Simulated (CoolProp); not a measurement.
Vapour-liquid equilibrium of octamethyltrisiloxane (MDM) (1) + octamethylcyclotetrasiloxane (D4) (2) at 82.15 °C; x and y are mole fractions of (1).

Computed with CoolProp (multi-fluid Helmholtz-energy mixture model, Thol 2017 and Thol 2015; pair parameters Bell 2016).

```json
[
 {"x": "0.05", "bubble pressure (kPa)": "4.331", "y at the bubble point": "[?]", "dew pressure at overall composition x (kPa)": "4.119", "liquid density (mol/L)": "[?]"},
 {"x": "0.2", "bubble pressure (kPa)": "5.279", "y at the bubble point": "[?]", "dew pressure at overall composition x (kPa)": "4.567", "liquid density (mol/L)": "[?]"},
 {"x": "0.35", "bubble pressure (kPa)": "6.157", "y at the bubble point": "0.570", "dew pressure at overall composition x (kPa)": "[?]", "liquid density (mol/L)": "3.053"},
 {"x": "0.5", "bubble pressure (kPa)": "7.012", "y at the bubble point": "[?]", "dew pressure at overall composition x (kPa)": "5.786", "liquid density (mol/L)": "3.086"},
 {"x": "0.65", "bubble pressure (kPa)": "7.872", "y at the bubble point": "0.816", "dew pressure at overall composition x (kPa)": "6.634", "liquid density (mol/L)": "[?]"},
 {"x": "0.8", "bubble pressure (kPa)": "8.748", "y at the bubble point": "0.905", "dew pressure at overall composition x (kPa)": "7.736", "liquid density (mol/L)": "3.152"},
 {"x": "0.95", "bubble pressure (kPa)": "9.640", "y at the bubble point": "0.979", "dew pressure at overall composition x (kPa)": "9.266", "liquid density (mol/L)": "[?]"}
]
```

Fill in the missing entries.


- 0.05, y at the bubble point: 0.124
- 0.05, liquid density (mol/L): 2.992
- 0.2, y at the bubble point: 0.390
- 0.2, liquid density (mol/L): 3.022
- 0.35, dew pressure at overall composition x (kPa): 5.113
- 0.5, y at the bubble point: 0.706
- 0.65, liquid density (mol/L): 3.119
- 0.95, liquid density (mol/L): 3.186

No azeotrope shows between x = 0.05 and 0.95.

Pair parameters are fitted to limited data, so mixtures are less certain than the pure fluids.
